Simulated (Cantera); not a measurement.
Input: 1 mol TiO2, 2.1 mol C, 0.26 mol CO, 1.2 mol CH4, equilibrated at 2373 K and 101000 Pa.

These are equilibrium values from Cantera (NASA tables, ideal gas, pure condensed phases), not measurements of a reactor. Candidate condensed phases: C, C6H6, C7H8, C8H18, H2O, Ti, TiC, TiO, TiO2, Ti2O3, Ti3O5, Ti4O7; 113 gas species. TiC: taken at fixed stoichiometry. Kinetics and transport are ignored.

Base state: H2 0.504, CO 0.483, H 0.00985, C2H2 (acetylene) 0.00310, CH4 4.81e-5, CH3 1.74e-5 (mole fractions); condensed: C(graphite) + TiC(s).

Q: What changes in the equilibrium state with this change: temperature from 2373 K to 2098 K?

A: 
```tsv
species	before	after
H2	0.504	0.512
CO	0.483	0.484
H	0.00985	0.00219
C2H2 (acetylene)	0.00310	0.000731
H2O	8.36e-6	2.03e-5
CH3	1.74e-5	7.35e-6
CH4	4.81e-5	8.82e-5
C(graphite), mol	0.270	0.293
TiC(s), mol	1.000	1.00
```
